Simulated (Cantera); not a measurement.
Counterflow diffusion flame

A counterflow diffusion flame at 2.20 bar, nozzles 20 mm apart: fuel side 100 % H2 at 575 K, oxidiser side 25.0 % O2, 75.0 % N2 at 698 K, fuel mass flux 0.24 times the oxidiser's; mixture-averaged transport, no radiation.

Model: the H2/O2 subset of GRI-Mech 3.0, which has no nitrogen chemistry, integrated in Cantera. The hydrogen kinetics of GRI-Mech 3.0 are dated; newer H2 mechanisms differ, most at raised pressure. The maximum strain rate includes the flame's own expansion and is several times the mean.

| oxidiser flux (kg/m²/s) | max strain (1/s) | mean strain (1/s) | T max (K) | peak x OH | peak x H | peak x H2O | peak x HO2 |
|---|---|---|---|---|---|---|---|
| 1.3 | 944 | 227 | 2824 | 0.0305 | 0.0186 | 0.308 | 2.16e-5 |
| 1.8 | 1300 | 315 | 2813 | 0.0306 | 0.0189 | 0.307 | 2.93e-5 |
| 2.5 | 1790 | 437 | 2800 | 0.0308 | 0.0196 | 0.306 | 3.90e-5 |
| 3.4 | 2410 | 594 | 2781 | 0.0310 | 0.0204 | 0.305 | 4.97e-5 |
| 4.7 | 3330 | 822 | 2755 | 0.0312 | 0.0217 | 0.303 | 6.33e-5 |
| 6.5 | 4600 | 1140 | 2724 | 0.0315 | 0.0234 | 0.301 | 8.00e-5 |
| 9 | 6360 | 1570 | 2679 | 0.0316 | 0.0252 | 0.298 | 9.77e-5 |
x: mole fraction; the columns are a selection and need not sum to one.
